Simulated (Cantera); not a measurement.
Input (Python, Cantera):

```python
import numpy as np
import cantera as ct

gas = ct.Solution("gri30.yaml")
gas.TPX = 1648, 1900000, {'CO': 1, 'H2': 1.2, 'CH4': 0.13, 'O2': 1.36, 'N2': 5.11, 'CO2': 0.35}
reactor = ct.IdealGasReactor(gas, energy="on", clone=False)
net = ct.ReactorNet([reactor])
net.rtol, net.atol = 1e-08, 1e-16
show = ['CO', 'H2', 'CH4', 'CH2O', 'NO2', 'CH3', 'H']
times = np.geomspace(3e-06, 5, 10)

steps = ct.SolutionArray(gas, extra=["t"])
rows = []
print(f"{'t/s':>10s}{'T/K':>9s}{'P/Pa':>11s}" + "".join(f"{s:>11s}" for s in show))
for t in times:
    while net.time < t:
        t_next = net.step()
        steps.append(gas.state, t=t_next)
    rows.append([np.interp(t, steps.t, y) for y in (steps.T, steps.P, *steps(*show).X.T)])
    print(f"{t:10.3e}{rows[-1][0]:9.1f}{rows[-1][1]:11.4g}" + "".join(f"{x:11.3e}" for x in rows[-1][2:]))
rate = np.gradient(steps.T, steps.t)
print("integrator steps:", len(steps.t))
if steps.T.max() > steps.T[0] + 200:
    print(f"time of steepest temperature rise: {steps.t[rate.argmax()]:.4e} s")
gas.TPX = 1648, 1900000, {'CO': 1, 'H2': 1.2, 'CH4': 0.13, 'O2': 1.36, 'N2': 5.11, 'CO2': 0.35}
gas.equilibrate("UV")
print(f"equilibrium (UV): T = {gas.T:.1f} K  " + "  ".join(f"{s} {gas[s].X[0]:.3e}" for s in show))
```

It prints:

```
       t/s      T/K       P/Pa         CO         H2        CH4       CH2O        NO2        CH3          H
 3.000e-06   3179.4  3.401e+06  6.642e-02  1.157e-02  2.746e-13  1.064e-08  1.683e-06  1.770e-12  4.983e-03
 1.474e-05   3168.0  3.387e+06  6.663e-02  1.173e-02  2.951e-13  1.079e-08  9.652e-06  1.828e-12  4.830e-03
 7.240e-05   3153.2   3.37e+06  6.711e-02  1.194e-02  3.183e-13  1.101e-08  1.719e-05  1.887e-12  4.687e-03
 3.557e-04   3152.8  3.369e+06  6.713e-02  1.195e-02  3.191e-13  1.102e-08  1.742e-05  1.889e-12  4.683e-03
 1.747e-03   3152.8  3.369e+06  6.713e-02  1.195e-02  3.191e-13  1.102e-08  1.742e-05  1.889e-12  4.683e-03
 8.584e-03   3152.8  3.369e+06  6.713e-02  1.195e-02  3.191e-13  1.102e-08  1.742e-05  1.889e-12  4.683e-03
 4.217e-02   3152.8  3.369e+06  6.713e-02  1.195e-02  3.191e-13  1.102e-08  1.742e-05  1.889e-12  4.683e-03
 2.072e-01   3152.8  3.369e+06  6.713e-02  1.195e-02  3.191e-13  1.102e-08  1.742e-05  1.889e-12  4.683e-03
 1.018e+00   3152.8  3.369e+06  6.713e-02  1.195e-02  3.191e-13  1.102e-08  1.742e-05  1.889e-12  4.683e-03
 5.000e+00   3152.8  3.369e+06  6.713e-02  1.195e-02  3.191e-13  1.102e-08  1.742e-05  1.889e-12  4.683e-03
integrator steps: 1479
time of steepest temperature rise: 8.8552e-07 s
equilibrium (UV): T = 3152.8 K  CO 6.713e-02  H2 1.195e-02  CH4 4.033e-13  CH2O 1.102e-08  NO2 1.742e-05  CH3 2.387e-12  H 4.683e-03
```

Computed with Cantera and GRI-Mech 3.0 (53 species, 325 reactions). The pressure lies above the range GRI-Mech 3.0 was tuned for (to about 10 atm). Above 3000 K some thermodynamic fits are extrapolated.
